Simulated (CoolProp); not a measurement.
The numbers come from the reference Helmholtz-energy equation of state, Smukala 2000 in CoolProp.

Task: For ethylene, give the phase and the speed of sound (m/s), Joule-Thomson coefficient (K/MPa) at 125.95 °C and 0.214 MPa; 125.95 °C and 0.487 MPa.

Result: 
- 125.95 °C and 0.214 MPa: gas; speed of sound 374, Joule-Thomson coefficient 4.84
- 125.95 °C and 0.487 MPa: gas; speed of sound 372, Joule-Thomson coefficient 4.84
